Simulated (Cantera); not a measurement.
Charge: 1 mol CF4, 7.2 mol H2, equilibrated at 100 Torr.

Method: chemical equilibrium by Gibbs-energy minimisation in Cantera with the NASA 1993 tables (ideal gas, pure condensed phases). Candidate condensed phases: C, C6H6, C7H8, C8H18; 95 gas species. Rates play no part. All values below are at 2202 °C.

Base state: H2 0.525, HF 0.425, H 0.0447, C2H2 (acetylene) 0.00511, F 7.07e-5, C2H 2.96e-5, C4H2 2.05e-5 (mole fractions); condensed: C(graphite).

Question: What changes in the equilibrium state with this change: pressure from 100 Torr to 10.0 Torr?

Answer: 
| species | before | after |
|---|---|---|
| H2 | 0.525 | 0.458 |
| HF | 0.425 | 0.406 |
| H | 0.0447 | 0.132 |
| C3 | 2.52e-6 | 2.52e-5 |
| F | 7.07e-5 | 0.000229 |
| C2H | 2.96e-5 | 8.72e-5 |
| C(graphite), mol | 0.902 | 0.909 |
